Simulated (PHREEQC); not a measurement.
0.029 g of hydrous ferric oxide (600 m²/g; 0.2 weak and 0.005 strong sites per Fe, Dzombak-Morel constants, diffuse double layer) in 1 kg of water with 0.01 mol/kgw of an inert sodium salt, at 25 °C; the pH is set by adding NaOH or the inert anion's acid. Oxygen alone is held at its pressure in air (log pO2 = -0.68). CO2 from the air is kept out. Nothing may precipitate in this run.

All values are PHREEQC results (ion-association model, wateq4f.dat), not measurements.

```json
[
 {"pH": "3", "surface charge σ (C/m²)": "0.324", "surface potential ψ (mV)": "203"},
 {"pH": "3.5", "surface charge σ (C/m²)": "0.275", "surface potential ψ (mV)": "197"},
 {"pH": "4", "surface charge σ (C/m²)": "0.216", "surface potential ψ (mV)": "185"},
 {"pH": "5", "surface charge σ (C/m²)": "0.113", "surface potential ψ (mV)": "152"},
 {"pH": "5.5", "surface charge σ (C/m²)": "0.077", "surface potential ψ (mV)": "132"},
 {"pH": "6", "surface charge σ (C/m²)": "0.049", "surface potential ψ (mV)": "110"},
 {"pH": "6.5", "surface charge σ (C/m²)": "0.030", "surface potential ψ (mV)": "86"},
 {"pH": "7", "surface charge σ (C/m²)": "0.017", "surface potential ψ (mV)": "61"},
 {"pH": "8", "surface charge σ (C/m²)": "0.001", "surface potential ψ (mV)": "6"},
 {"pH": "8.5", "surface charge σ (C/m²)": "-0.005", "surface potential ψ (mV)": "-22"},
 {"pH": "9", "surface charge σ (C/m²)": "-0.013", "surface potential ψ (mV)": "-49"}
]
```

The oxide is taken as insoluble; below pH 4 it would dissolve.
